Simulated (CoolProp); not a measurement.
Computed with CoolProp (reference Helmholtz-energy equation of state, Pan 2012).

Give the vapour pressure (bar), liquid density (kg/m³), vapour density (kg/m³), liquid conductivity (mW/(m K)) of saturated R236FA at 333.1 K.


```csv
T (K),p (bar),liquid density (kg/m³),vapour density (kg/m³),liquid conductivity (mW/(m K))
333.1,7.62,1230,51.7,63.2
```

Thermal conductivity comes from a separate model (Huber 2003), an estimate that may be off by 10 % or more.
